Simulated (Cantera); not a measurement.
What does this Cantera script print?

```python
import numpy as np
import cantera as ct

gas = ct.Solution("gri30.yaml")
gas.TPX = 673, 100000, {'CH4': 1, 'C2H6': 0.43, 'O2': 4.55, 'N2': 17.1}
inlet = ct.Reservoir(gas, clone=True)
gas.equilibrate("HP")  # start burning
reactor = ct.IdealGasConstPressureReactor(gas, energy="on", clone=False)
exhaust = ct.Reservoir(gas, clone=True)
tau = [0.099, 0.046, 0.021, 0.0096, 0.0044, 0.002, 0.00092, 0.00042, 0.00019, 8.9e-05, 4.1e-05][0]
for a, b in ((inlet, reactor), (reactor, exhaust)):
    ct.MassFlowController(a, b, mdot=lambda t: reactor.mass / tau)
net = ct.ReactorNet([reactor])
show = ['CH4', 'C2H6', 'O2', 'OH', 'H', 'NO']

rows = []
print(f"{'tau/s':>10s}{'T/K':>9s}" + "".join(f"{s:>11s}" for s in show))
for tau in [0.099, 0.046, 0.021, 0.0096, 0.0044, 0.002, 0.00092, 0.00042, 0.00019, 8.9e-05, 4.1e-05]:
    net.initial_time = 0.0
    net.advance(30 * tau)
    before = gas.X
    net.advance(40 * tau)
    drift = np.max(np.abs(gas.X - before) / (gas.X + 1e-9))
    rows.append([gas.T, *gas[show].X, drift])
    print(f"{tau:10.3e}{gas.T:9.1f}" + "".join(f"{x:11.3e}" for x in gas[show].X))
```

Output:

```
     tau/s      T/K        CH4       C2H6         O2         OH          H         NO
 9.900e-02   2216.2  1.378e-06  8.064e-08  4.427e-02  4.593e-03  2.312e-04  1.889e-03
 4.600e-02   2211.5  2.703e-06  1.679e-07  4.479e-02  4.896e-03  2.840e-04  1.165e-03
 2.100e-02   2200.4  5.105e-06  3.492e-07  4.535e-02  5.411e-03  3.991e-04  6.977e-04
 9.600e-03   2180.1  9.135e-06  7.066e-07  4.608e-02  6.177e-03  6.375e-04  4.205e-04
 4.400e-03   2148.9  1.590e-05  1.390e-06  4.708e-02  7.119e-03  1.089e-03  2.514e-04
 2.000e-03   2106.2  2.809e-05  2.711e-06  4.845e-02  8.086e-03  1.862e-03  1.471e-04
 9.200e-04   2054.1  5.089e-05  5.238e-06  5.016e-02  8.873e-03  3.006e-03  8.763e-05
 4.200e-04   1993.0  9.802e-05  1.044e-05  5.241e-02  9.331e-03  4.508e-03  5.368e-05
 1.900e-04   1924.1  2.074e-04  2.234e-05  5.568e-02  9.265e-03  6.077e-03  3.287e-05
 8.900e-05   1848.9  4.937e-04  5.303e-05  6.115e-02  8.383e-03  6.832e-03  1.899e-05
 4.100e-05    673.0  4.333e-02  1.863e-02  1.971e-01  5.698e-22  2.435e-24 -1.061e-19
```

Model: GRI-Mech 3.0 (53 species, 325 reactions), integrated in Cantera.
